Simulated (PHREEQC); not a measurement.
Solution (25 °C): 49 mmol/kgw HNO3, 140 mmol/kgw KNO3 and 16 mmol/kgw H3BO3. Closed to the air; pH follows from the charge balance.

Model: ion-association model, wateq4f.dat, run in PHREEQC.

Each row changes one thing in this solution. Precipitation was switched off in this run.

| case | pH | H2BO3- (mol/kgw) |
|---|---|---|
| as made | 1.41 | 3.58e-10 |
| temperature from 25 to 65 °C | 1.41 | 7.11e-10 |
| KNO3 replaced by KBr at the same molality | 1.41 | 3.58e-10 |
| temperature from 25 to 90 °C | 1.42 | 1.03e-9 |
| diluted 100-fold with water | 3.33 | 2.07e-10 |
| temperature from 25 to 75 °C | 1.42 | 8.27e-10 |
| temperature from 25 to 20 °C | 1.41 | 3.24e-10 |

Away from 25 °C the constants follow the database's enthalpies or fits; those with neither stay at their 25 °C values.
